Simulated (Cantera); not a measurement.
Input (Python, Cantera) and output of one run.

```python
import numpy as np
import cantera as ct

gas_names = [...]  # 113 gases of nasa_gas.yaml made of C, H, O, Ta
cond_names = """
    C(gr) C6H6(L) C7H8(L) C8H18(L),n-octa H2O(s) H2O(L) Ta(cr) Ta(L) TaC(s) TaC(L) Ta2O5(s) Ta2O5(L)
""".split()


# ... load() reads the species with a 1 bar reference pressure and builds the phases ...
atoms = {
    'Ta(OEt)5': {'Ta': 1, 'C': 10, 'H': 25, 'O': 5},
    'CO2': {'C': 1, 'O': 2},
    'H2': {'H': 2},
}
top_T = {'C(gr)': 4500}  # K; cautious upper limits of use, not melting points


# ... equilibrate(T, P, feed) seeds the gas with the atoms and calls Mixture.equilibrate('TP', solver="vcs", rtol=1e-11, max_steps=5000) ...
results = []
feed = {'Ta(OEt)5': 1, 'CO2': 3.1, 'H2': 11}  # mol
T = 1250  # K
for P in [0.1, 1, 10, 100, 1000, 10000, 100000, 1000000]:
    mix = equilibrate(T, P, feed)
    results.append((T, P, feed, dict(zip(mix.species_names, mix.species_moles))))

top = {s: max(r[3][s] / sum(r[3][g] for g in gas_names) for r in results) for s in gas_names}
cols = sorted((s for s in top if top[s] > 0.0001), key=lambda s: -top[s])[:9]
seen = [c for c in cond_names if any(r[3].get(c, 0) > 1e-12 for r in results)]
print("log10 of partial pressures in bar; condensed amounts in mol")
print(f"{'P/Pa':>10s}" + "".join(f"{s[:9]:>10s}" for s in cols + seen))
for T, P, feed, n in results:
    ng = sum(n[g] for g in gas_names)
    print(f"{P:10.4g}" + "".join(f"{np.log10(max(n[s] / ng * P / 1e5, 1e-99)):10.3f}" for s in cols)
          + "".join(f"{n.get(c, 0):10.4g}" for c in seen))
```

Result:

```
log10 of partial pressures in bar; condensed amounts in mol
      P/Pa        H2        CO       CH4       H2O       CO2         H     C(gr)    TaC(s)  Ta2O5(s)
       0.1    -6.169    -6.491   -14.298   -14.483   -14.999    -9.400       0.9         1         0
         1    -5.169    -5.491   -12.297   -12.483   -12.999    -8.900       0.9         1         0
        10    -4.169    -4.491   -10.297   -10.483   -10.999    -8.400       0.9         1         0
       100    -3.169    -3.491    -8.297    -8.483    -8.999    -7.900       0.9         1         0
      1000    -2.169    -2.491    -6.297    -6.483    -6.999    -7.400    0.8997         1         0
     1e+04    -1.170    -1.491    -4.298    -4.483    -4.999    -6.901    0.8974         1         0
     1e+05    -0.141    -0.571    -2.241    -2.535    -3.159    -6.386     4.332         0       0.5
     1e+06     0.823     0.405    -0.312    -0.594    -1.207    -5.904     3.892         0       0.5
```

Cantera equilibrium calculation (NASA polynomials, part measured and part estimated; ideal gas, pure solids and liquids). The feed counts by its element totals alone. TaC: taken at fixed stoichiometry. Condensed phases not in the tables: Ta2C.
